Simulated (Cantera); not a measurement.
Input: 1 mol FeCl3, 1.7 mol HCl, 0.13 mol N2, 34 mol H2, at 2000 K and 13.3 mbar.

These are equilibrium values from Cantera (NASA tables, ideal gas, pure condensed phases), not measurements of a reactor. Candidate condensed phases: Fe, FeCl2, FeCl3, NH4Cl; 18 gas species. Rates play no part.

Base state: H2 0.854, HCl 0.103, Fe 0.0166, H 0.0130, FeCl2 0.00949, N2 0.00340, Cl 0.00117, FeCl 7.68e-5 (mole fractions); condensed: gas only.

**Question.** What changes in the equilibrium state with this change: H2 from 34 to 2.2 mol?

**Answer.** 
```csv
species,before,after
HCl,0.103,0.482
H2,0.854,0.299
FeCl2,0.00949,0.173
N2,0.00340,0.0232
Fe,0.0166,0.00482
H,0.0130,0.00770
FeCl3,7.40e-8,1.07e-5
Cl,0.00117,0.00925
FeCl,7.68e-5,0.000177
```
